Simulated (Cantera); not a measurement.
Mixture: 13.1 % CH4, 2.74 % CO, 17.2 % O2, 67.0 % N2, at 101000 Pa, adiabatic and at constant pressure. Ignition delay is the time to a rise of 400 K.

Detailed kinetics in Cantera: GRI-Mech 3.0 (53 species, 325 reactions).

### Question
Predict: delay at 1100 K; delay at 1200 K; delay at 1300 K; delay at 1400 K; delay at 1500 K; apparent activation energy between 1450 and 1550 K.

### Answer
| Property | Value |
|---|---|
| delay at 1100 K | 0.367 s |
| delay at 1200 K | 74.1 ms |
| delay at 1300 K | 17.7 ms |
| delay at 1400 K | 4.83 ms |
| delay at 1500 K | 1.52 ms |
| apparent activation energy between 1450 and 1550 K | 200 kJ/mol |
